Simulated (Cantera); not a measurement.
# Thermodynamics of iron carbonyl, mercury and lead vapours, feed Pb + H2

Feed: 1 mol Pb, 7.8 mol H2.

Cantera equilibrium calculation (NASA polynomials, part measured and part estimated; ideal gas, pure solids and liquids). Candidate condensed phases: Pb; 4 gas species. Kinetics and transport are ignored.

Stable condensed phases:

```
T in K \ P in Pa
              10      32     100     320    1000    3200   10000   32000  100000  320000 1000000
   1423        A       A       A       A       A       A       B       B       B       B       B
   1323        A       A       A       A       A       B       B       B       B       B       B
   1223        A       A       A       A       B       B       B       B       B       B       B
   1123        A       A       A       B       B       B       B       B       B       B       B
   1023        A       B       B       B       B       B       B       B       B       B       B
    923        B       B       B       B       B       B       B       B       B       B       B
    823        B       B       B       B       B       B       B       B       B       B       B
    723        B       B       B       B       B       B       B       B       B       B       B
    623        B       B       B       B       B       B       B       B       B       B       B
    523        B       B       B       B       B       B       B       B       B       B       B
```

A: gas only; B: Pb.
